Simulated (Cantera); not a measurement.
A closed system holds: 1 mol MgCO₃, 4.5 mol H₂S, 0.068 mol O₂, held at 1.00 bar.

Method: chemical equilibrium by Gibbs-energy minimisation in Cantera with the NASA 1993 tables (ideal gas, pure condensed phases). Candidate condensed phases: C, C₆H₆, C₇H₈, C₈H₁₈, H₂O, H₂SO₄, Mg, MgCO₃, MgO, Mg(OH)₂, MgS, MgSO₄, S; 130 gas species. Equilibrium is a limit: real reactors are often held back by kinetics, nucleation or transport.

Problem. At 1525 K, list the 6 most abundant gas species with their mole fractions, and the condensed phases.

Solution. H₂S 0.304, H₂ 0.224, S₂ 0.178, H₂O 0.141, CO 0.116, CO₂ 0.0272. Condensed: MgO(s).
